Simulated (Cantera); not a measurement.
Feed: 1 mol Cr2O3, a varied amount of H2, held at 270000 Pa.

Method: chemical equilibrium by Gibbs-energy minimisation in Cantera with the NASA 1993 tables (ideal gas, pure condensed phases). Candidate condensed phases: Cr, Cr2O3, H2O; 13 gas species. The numbers say what is thermodynamically allowed, not how fast it happens.

Stable condensed phases, one row left out:

```
T in K \ n(H2) in mol
          240  500  760 1000 1300 1500 1800
   2223     A    A    B    B    B    B    B
   2198     A    A    B    B    B    B    B
   2173     A    A    A    B    B    B    B
   2148     A    A    A    A    B    B    B
   2123     A    A    A    A    B    B    B
   2098     A    A    A    A    A    A    B
   2048     A    A    A    A    A    A    A
   2023     A    A    A    A    A    A    A
   1998     A    A    A    A    A    A    A
```

A: Cr; B: gas only.

Q: Give the row for 2073 K.

A: 240: Cr; 500: Cr; 760: Cr; 1000: Cr; 1300: Cr; 1500: Cr; 1800: Cr.
